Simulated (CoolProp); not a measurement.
C3F8 (R218) along the isobar 4.45 MPa: Z from the reference equation and from simpler models built on Tc = 71.9 °C, pc = 2.640 MPa, ω = 0.317; each cubic takes its own stable root.

Computed with CoolProp (reference Helmholtz-energy equation of state, Lemmon 2006). It is a short technical equation, of lower accuracy than the large ones.

```
T (°C)   phase  reference
------  ------  ---------
-53.75  liquid     0.2711
-43.95  liquid     0.2649
-34.15  liquid     0.2596
-24.25  liquid     0.2551
-14.45  liquid     0.2515
-4.55   liquid     0.2486
5.25    liquid     0.2466
15.05   liquid     0.2455
24.95   liquid     0.2455
34.75   liquid     0.2466
44.65   liquid     0.2494
```

**Question.** How far does each simpler model (van der Waals, Soave-Redlich-Kwong) lie from the reference over these 11 states: mean and median of the absolute difference, and the worst?

**Answer.** 
- van der Waals: mean 52.6 %, median 53.0 %, worst +56.4 % at -53.75 °C and 4.45 MPa
- Soave-Redlich-Kwong: mean 5.8 %, median 5.1 %, worst +8.9 % at 44.65 °C and 4.45 MPa
